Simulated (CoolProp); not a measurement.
Vapour-liquid equilibrium of propane (1) + R113 (2) at 277.6 K; x and y are mole fractions of (1).

The numbers come from the multi-fluid Helmholtz-energy mixture model, Lemmon 2009 and Marx 1992; pair parameters Bell 2016 in CoolProp.

```json
[
 {"x": "0.05", "bubble pressure, mixture model (MPa)": "0.05072", "bubble pressure, Raoult's law (MPa)": "0.04477", "y, mixture model": "0.645", "y, Raoult's law": "0.606"},
 {"x": "0.125", "bubble pressure, mixture model (MPa)": "0.09760", "bubble pressure, Raoult's law (MPa)": "0.08405", "y, mixture model": "0.826", "y, Raoult's law": "0.806"},
 {"x": "0.2", "bubble pressure, mixture model (MPa)": "0.1424", "bubble pressure, Raoult's law (MPa)": "0.1233", "y, mixture model": "0.888", "y, Raoult's law": "0.879"},
 {"x": "0.275", "bubble pressure, mixture model (MPa)": "0.1848", "bubble pressure, Raoult's law (MPa)": "0.1626", "y, mixture model": "0.919", "y, Raoult's law": "0.917"},
 {"x": "0.35", "bubble pressure, mixture model (MPa)": "0.2249", "bubble pressure, Raoult's law (MPa)": "0.2019", "y, mixture model": "0.938", "y, Raoult's law": "0.940"},
 {"x": "0.425", "bubble pressure, mixture model (MPa)": "0.2628", "bubble pressure, Raoult's law (MPa)": "0.2411", "y, mixture model": "0.951", "y, Raoult's law": "0.956"},
 {"x": "0.5", "bubble pressure, mixture model (MPa)": "0.2990", "bubble pressure, Raoult's law (MPa)": "0.2804", "y, mixture model": "0.961", "y, Raoult's law": "0.967"},
 {"x": "0.575", "bubble pressure, mixture model (MPa)": "0.3339", "bubble pressure, Raoult's law (MPa)": "0.3197", "y, mixture model": "0.968", "y, Raoult's law": "0.975"},
 {"x": "0.65", "bubble pressure, mixture model (MPa)": "0.3681", "bubble pressure, Raoult's law (MPa)": "0.3590", "y, mixture model": "0.975", "y, Raoult's law": "0.982"},
 {"x": "0.725", "bubble pressure, mixture model (MPa)": "0.4024", "bubble pressure, Raoult's law (MPa)": "0.3983", "y, mixture model": "0.981", "y, Raoult's law": "0.987"},
 {"x": "0.8", "bubble pressure, mixture model (MPa)": "0.4376", "bubble pressure, Raoult's law (MPa)": "0.4375", "y, mixture model": "0.986", "y, Raoult's law": "0.992"},
 {"x": "0.875", "bubble pressure, mixture model (MPa)": "0.4744", "bubble pressure, Raoult's law (MPa)": "0.4768", "y, mixture model": "0.991", "y, Raoult's law": "0.995"},
 {"x": "0.95", "bubble pressure, mixture model (MPa)": "0.5139", "bubble pressure, Raoult's law (MPa)": "0.5161", "y, mixture model": "0.996", "y, Raoult's law": "0.998"}
]
```

The largest gap from Raoult's law is +16.1 % in bubble pressure, at x = 0.125. No azeotrope shows between x = 0.05 and 0.95.

The pair parameters rest on a limited set of measurements; away from them the model extrapolates. The gap from Raoult's law changes sign with composition, which may be real or a fault of the pair parameters; it wasn't checked against measurements.
